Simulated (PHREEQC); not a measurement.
Consider water at 83 °C with 110 mmol/kgw K2CO3, 0.5 mmol/kgw K2SO4 and 2.1 mmol/kgw KH2PO4. Closed to the air; pH follows from the charge balance.

Model: ion-association model, wateq4f.dat, run in PHREEQC.

Question: The ionic strength comes out as 0.321 mol/kgw. What activity coefficients do KHPO4-, OH-, HPO4-2, CO3-2, KSO4- get?

Answer: KHPO4- 0.69, OH- 0.64, HPO4-2 0.22, CO3-2 0.23, KSO4- 0.69.

Precipitation was switched off in this run. H3PO4, which wateq4f.dat lacks, is added to it with the constant of phreeqc.dat. Away from 25 °C the constants follow the database's enthalpies or fits; those with neither stay at their 25 °C values.
